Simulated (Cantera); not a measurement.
A closed system holds: 1 mol Si, 0.028 mol O2, 320 mol N2, equilibrated at 0.00188 Torr.

Cantera equilibrium calculation (NASA polynomials, part measured and part estimated; ideal gas, pure solids and liquids). Candidate condensed phases: Si, SiO2, Si2N2O, Si3N4; 16 gas species. Equilibrium is a limit: real reactors are often held back by kinetics, nucleation or transport.

Q: At 1425 K, list the 3 most abundant gas species with their mole fractions, and the condensed phases.

A: N2 0.999, Si 0.000644, SiO 0.000175. Condensed: Si(s).
